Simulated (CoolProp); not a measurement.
Vapour-liquid equilibrium of cyclopentane (1) + octamethylcyclotetrasiloxane (D4) (2) at 304.2 K; x and y are mole fractions of (1).

The numbers come from the multi-fluid Helmholtz-energy mixture model, Gedanitz 2015 and Thol 2015; pair parameters Bell 2016 in CoolProp.

### Question
Give the bubble pressure and the first vapour's composition at x = 0.05, 0.25, 0.65. Is there an azeotrope?

### Answer
x = 0.05: 0.002336 MPa, y = 0.915; x = 0.25: 0.01133 MPa, y = 0.986; x = 0.65: 0.03232 MPa, y = 0.998. No azeotrope shows between x = 0.05 and 0.95.

Pair parameters are fitted to limited data, so mixtures are less certain than the pure fluids.
